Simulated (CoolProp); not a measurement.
Vapour-liquid equilibrium of fluoroethane (R161) (1) + R134a (2) at 204.6 K; x and y are mole fractions of (1).

Computed with CoolProp (multi-fluid Helmholtz-energy mixture model, Wu 2012 and Tillner-Roth 1994; pair parameters Bell 2016).

```csv
x,bubble pressure (MPa),y at the bubble point,dew pressure at overall composition x (MPa),liquid density (mol/L)
0.05,0.009251,0.089,___,14.82
0.2,0.01049,0.326,0.009783,15.23
0.35,0.01185,0.520,___,15.68
0.5,___,0.678,0.01169,16.14
0.65,___,0.804,___,16.63
0.8,0.01664,0.903,0.01488,17.15
0.95,0.01838,0.979,0.01765,17.70
```

Fill in the missing entries.


- 0.05, dew pressure at overall composition x (MPa): 0.009076
- 0.35, dew pressure at overall composition x (MPa): 0.01063
- 0.5, bubble pressure (MPa): 0.01334
- 0.65, bubble pressure (MPa): 0.01494
- 0.65, dew pressure at overall composition x (MPa): 0.01304

No azeotrope shows between x = 0.05 and 0.95.

Pair parameters are fitted to limited data, so mixtures are less certain than the pure fluids.
